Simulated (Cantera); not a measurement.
Charge: 1 mol Si, 3 mol HBr, 16 mol H₂, held at 498.15 K and 10000 Pa.

These are equilibrium values from Cantera (NASA tables, ideal gas, pure condensed phases), not measurements of a reactor. Candidate condensed phases: Br₂, Si; 19 gas species. Kinetics and transport are ignored.

Base state: H₂ 0.958, SiBr₄ 0.0393, SiHBr₃ 0.00238, SiH₂Br₂ 6.57e-5, HBr 1.12e-5 (mole fractions); condensed: Si(s).

What changes in the equilibrium state with this change: pressure from 10000 Pa to 1.90 Pa?


```
species      before     after
----------  -------  --------
H₂            0.958     0.959
SiBr₄        0.0393    0.0409
SiHBr₃      0.00238  0.000288
SiH₂Br₂     6.57e-5   9.24e-7
HBr         1.12e-5   9.61e-5
Si(s), mol    0.239     0.249
```

What changes in the equilibrium state with this change: temperature from 498.15 K to 750 K?


| species | before | after |
|---|---|---|
| H₂ | 0.958 | 0.956 |
| SiBr₄ | 0.0393 | 0.0376 |
| SiHBr₃ | 0.00238 | 0.00382 |
| HBr | 1.12e-5 | 0.00230 |
| SiH₂Br₂ | 6.57e-5 | 0.000181 |
| Si(s), mol | 0.239 | 0.241 |
